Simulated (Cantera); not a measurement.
Input (Python, Cantera):

```python
import numpy as np
import cantera as ct

gas = ct.Solution("h2o2.yaml")
gas.TPX = 525, 11000, {'H2': 1, 'O2': 0.3, 'N2': 0.895}
flame = ct.FreeFlame(gas, width=0.19)
flame.set_refine_criteria(ratio=3, slope=0.08, curve=0.16)
flame.transport_model = "mixture-averaged"
flame.solve(loglevel=0, auto=True)
z, T = flame.grid, flame.T
thick = (T[-1] - T[0]) / np.gradient(T, z).max()
show = ['H2', 'O2', 'H', 'O', 'H2O2', 'H2O']
print(f"laminar burning velocity  {flame.velocity[0] * 100:.3f} cm/s")
print(f"burnt temperature         {T[-1]:.1f} K")
print(f"thermal thickness         {thick * 1e3:.4f} mm")
print(f"grid points               {len(z)}")
z0 = z[flame.heat_release_rate.argmax()]
print(f"{'z/mm':>9s}{'T/K':>9s}{'u/(m/s)':>9s}" + "".join(f"{s:>11s}" for s in show))
rows = []
for k in (-3, -2, -1.5, -1, -0.5, -0.25, 0, 0.25, 0.5, 1, 2, 4, 8):
    zz = z0 + k * thick
    rows.append([k * thick, np.interp(zz, z, T), np.interp(zz, z, flame.velocity),
                 *(np.interp(zz, z, flame.X[gas.species_index(s)]) for s in show)])
    print(f"{rows[-1][0] * 1e3:9.3f}{rows[-1][1]:9.1f}{rows[-1][2]:9.3f}" + "".join(f"{x:11.3e}" for x in rows[-1][3:]))
```

Output:

```
laminar burning velocity  613.733 cm/s
burnt temperature         2408.4 K
thermal thickness         7.0624 mm
grid points               139
     z/mm      T/K  u/(m/s)         H2         O2          H          O       H2O2        H2O
  -21.187    525.0    6.137  4.556e-01  1.367e-01  4.035e-16  3.831e-18 -2.000e-17 -7.012e-15
  -14.125    525.0    6.137  4.556e-01  1.367e-01  2.031e-12  1.094e-14  1.380e-16  9.998e-14
  -10.594    525.0    6.137  4.556e-01  1.367e-01  2.435e-10  9.298e-13  2.325e-14  8.721e-12
   -7.062    525.0    6.137  4.556e-01  1.367e-01  1.177e-07  4.018e-10  4.546e-11  8.847e-09
   -3.531    535.0    6.245  4.540e-01  1.365e-01  4.011e-04  8.613e-06  6.970e-07  5.826e-04
   -1.766    682.9    7.875  4.274e-01  1.325e-01  1.294e-02  2.202e-04  9.067e-07  1.298e-02
    0.000   1101.3   12.342  2.591e-01  7.665e-02  1.014e-01  6.569e-03  3.403e-07  1.298e-01
    1.766   1366.1   15.158  1.425e-01  1.149e-02  1.505e-01  7.163e-03  3.206e-07  2.534e-01
    3.531   1465.2   16.151  1.392e-01  6.049e-03  1.440e-01  6.453e-03  2.882e-07  2.650e-01
    7.062   1584.4   17.316  1.481e-01  5.155e-03  1.281e-01  6.236e-03  2.257e-07  2.678e-01
   14.125   1724.6   18.649  1.584e-01  4.314e-03  1.091e-01  5.621e-03  1.396e-07  2.716e-01
   28.250   1876.4   20.048  1.684e-01  3.308e-03  8.920e-02  4.587e-03  7.462e-08  2.770e-01
   56.499   2028.8   21.407  1.776e-01  2.291e-03  6.969e-02  3.331e-03  3.892e-08  2.838e-01
```

Detailed kinetics in Cantera: the H2/O2 subset of GRI-Mech 3.0, which has no nitrogen chemistry. Burning velocities carry a grid error of a few per cent, more on coarse grids.
